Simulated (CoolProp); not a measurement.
Saturated liquid density (kg/m³) of ethylene: the reference equation beside estimates from Tc = 9.2 °C, pc = 5.042 MPa, ω = 0.087.

Computed with CoolProp (reference Helmholtz-energy equation of state, Smukala 2000).

```
T (°C)   reference  van der Waals  Peng-Robinson
------  ----------  -------------  -------------
-81.15  (withheld)     (withheld)          579.2
-73.95       522.5          342.2          565.1
-66.65       510.5     (withheld)          549.8
-59.45       498.1          325.8          533.6
-52.25       485.0          317.0     (withheld)
-45.05       471.2          307.5          497.3
-37.85       456.4          297.4          476.8
-30.65  (withheld)          286.4          454.2
-23.45       422.8     (withheld)          429.1
-16.25       403.0          260.8          400.7
```

### Question
Some entries are withheld; supply them.

### Answer

- -81.15, reference: 534.0
- -81.15, van der Waals: 349.8
- -66.65, van der Waals: 334.2
- -52.25, Peng-Robinson: 516.2
- -30.65, reference: 440.4
- -23.45, van der Waals: 274.3

Absolute difference from the reference over all 10 rows, mean and median: van der Waals 34.8 and 34.7 %, Peng-Robinson 5.3 and 6.0 %.
